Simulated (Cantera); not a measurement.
Cantera run:

```python
import numpy as np
import cantera as ct

gas_names = """
    H H2 Ti
""".split()
cond_names = """
    Ti(a) Ti(b) Ti(L)
""".split()


# ... load() reads the species with a 1 bar reference pressure and builds the phases ...
atoms = {
    'Ti': {'Ti': 1},
    'H2': {'H': 2},
}
top_T = {}  # K; cautious upper limits of use, not melting points


# ... equilibrate(T, P, feed) seeds the gas with the atoms and calls Mixture.equilibrate('TP', solver="vcs", rtol=1e-11, max_steps=5000) ...
results = []
feed = {'Ti': 1, 'H2': 290}  # mol
P = 120  # Pa
for T in [1925, 1950, 1975, 2000, 2025, 2050, 2075, 2100, 2125, 2150, 2175, 2200]:
    mix = equilibrate(T, P, feed)
    results.append((T, P, feed, dict(zip(mix.species_names, mix.species_moles))))

top = {s: max(r[3][s] / sum(r[3][g] for g in gas_names) for r in results) for s in gas_names}
cols = sorted((s for s in top if top[s] > 0.001), key=lambda s: -top[s])[:8]
seen = [c for c in cond_names if any(r[3].get(c, 0) > 1e-12 for r in results)]
print("log10 of partial pressures in bar; condensed amounts in mol")
print(f"{'T/K':>10s}" + "".join(f"{s[:9]:>10s}" for s in cols + seen))
for T, P, feed, n in results:
    ng = sum(n[g] for g in gas_names)
    print(f"{T:10.4g}" + "".join(f"{np.log10(max(n[s] / ng * P / 1e5, 1e-99)):10.3f}" for s in cols)
          + "".join(f"{n.get(c, 0):10.4g}" for c in seen))
```

Output:

```
log10 of partial pressures in bar; condensed amounts in mol
       T/K        H2         H        Ti     Ti(b)
      1925    -2.934    -4.487    -5.453    0.1342
      1950    -2.937    -4.409    -5.392         0
      1975    -2.939    -4.334    -5.393         0
      2000    -2.943    -4.260    -5.395         0
      2025    -2.946    -4.189    -5.397         0
      2050    -2.951    -4.120    -5.399         0
      2075    -2.956    -4.052    -5.401         0
      2100    -2.961    -3.987    -5.404         0
      2125    -2.968    -3.924    -5.407         0
      2150    -2.975    -3.863    -5.410         0
      2175    -2.983    -3.803    -5.414         0
      2200    -2.993    -3.746    -5.418         0
```

Method: chemical equilibrium by Gibbs-energy minimisation in Cantera with the NASA 1993 tables (ideal gas, pure condensed phases).
